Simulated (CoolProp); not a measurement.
Saturation properties of octamethyltrisiloxane (MDM) (Tc = 565.4 K, pc = 1438 kPa, ω = 0.528).

Model: reference Helmholtz-energy equation of state, Thol 2017, in CoolProp.

```csv
T (K),p (kPa),vapour density (kg/m³),enthalpy of vaporisation (kJ/kg),liquid cp (kJ/(kg K)),surface tension (mN/m)
406.8,?,4.432,160.9,2.060,7.69
412.2,70.28,5.144,?,2.075,7.30
417.6,81.70,5.945,156.2,2.090,6.93
423,94.53,6.842,153.8,2.105,6.55
428.4,108.9,7.844,151.3,2.120,?
433.8,124.8,8.962,148.8,2.135,?
439.2,142.6,?,146.2,2.151,5.48
444.6,162.2,11.58,143.6,2.167,5.14
```

Some entries are withheld; supply them.


- 406.8, p (kPa): 60.14
- 412.2, enthalpy of vaporisation (kJ/kg): 158.6
- 428.4, surface tension (mN/m): 6.19
- 433.8, surface tension (mN/m): 5.83
- 439.2, vapour density (kg/m³): 10.20

It boils at 425.6 K under 1 atm.

Surface tension comes from a separate correlation (Mulero 2014), older than this fluid's equation and unchecked against measurements.
